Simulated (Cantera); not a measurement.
A closed system holds: 1 mol Si₂H₆, 0.39 mol CO₂, 1.2 mol N₂, 1.3 mol O₃, held at 0.100 bar.

Method: chemical equilibrium by Gibbs-energy minimisation in Cantera with the NASA 1993 tables (ideal gas, pure condensed phases). Candidate condensed phases: C, C₆H₆, C₇H₈, C₈H₁₈, H₂O, Si, SiC, SiO₂, Si₂N₂O, Si₃N₄; 151 gas species. The feed counts by its element totals alone. The numbers say what is thermodynamically allowed, not how fast it happens. All values below are at 802 °C.

Base state: H₂ 0.598, N₂ 0.261, CO 0.0772, H₂O 0.0555, CO₂ 0.00771, CH₄ 1.70e-5 (mole fractions); condensed: SiO₂(β-quartz).

### Question
What changes in the equilibrium state with this change: Si₂H₆ replaced by HMDSO?

### Answer
```
species               before     after
-------------------  -------  --------
H₂                     0.598     0.754
CO                    0.0772     0.140
N₂                     0.261     0.101
H₂O                   0.0555   0.00134
CH₄                  1.70e-5   0.00257
CO₂                  0.00771  0.000267
SiO₂(β-quartz), mol     2.00      2.00
C(graphite), mol           0      4.70
```
